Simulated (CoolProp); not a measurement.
1000 sccm (0 °C, 1 atm) of nitrogen bubbles through liquid octamethyltrisiloxane (MDM) at 366.1 K and leaves saturated at a total pressure of 0.15 MPa (ideal gas phase). Each further row changes one setting.

Computed with CoolProp (reference Helmholtz-energy equation of state, Thol 2017).

```json
[
 {"case": "as stated", "vapour pressure (kPa)": "15.3", "mole fraction of vapour": "0.102", "delivery (mg/min)": "?", "delivery (sccm)": "?", "change of delivery for a bath 1 K warmer (%)": "?"},
 {"case": "bath temperature 371.1 K", "vapour pressure (kPa)": "?", "mole fraction of vapour": "0.123", "delivery (mg/min)": "1480", "delivery (sccm)": "?", "change of delivery for a bath 1 K warmer (%)": "?"},
 {"case": "total pressure 0.3 MPa", "vapour pressure (kPa)": "15.3", "mole fraction of vapour": "0.0510", "delivery (mg/min)": "568", "delivery (sccm)": "?", "change of delivery for a bath 1 K warmer (%)": "?"}
]
```

Question: Some entries are withheld; supply them.

Answer: 
- as stated, delivery (mg/min): 1200
- as stated, delivery (sccm): 114
- as stated, change of delivery for a bath 1 K warmer (%): 4.4
- bath temperature 371.1 K, vapour pressure (kPa): 18.5
- bath temperature 371.1 K, delivery (sccm): 141
- bath temperature 371.1 K, change of delivery for a bath 1 K warmer (%): 4.3
- total pressure 0.3 MPa, delivery (sccm): 53.8
- total pressure 0.3 MPa, change of delivery for a bath 1 K warmer (%): 4.1
